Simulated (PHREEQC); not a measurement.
Make-up at 71 °C: 33 mmol/kgw H2SO4, 2.9 mmol/kgw ZnSO4 and 0.37 mmol/kgw MgSO4. Closed to the air; pH follows from the charge balance.

The numbers come from PHREEQC with the ion-association model, wateq4f.dat.

Task: The ionic strength comes out as 0.0493 mol/kgw. What activity coefficients do SO4-2, H+, Zn+2, HSO4-, Zn(SO4)2-2 get?

Result: SO4-2 0.43, H+ 0.84, Zn+2 0.45, HSO4- 0.81, Zn(SO4)2-2 0.42.

Precipitation was switched off in this run. Complexes and solids missing from the database can't appear. Constants without temperature data keep their 25 °C values here.
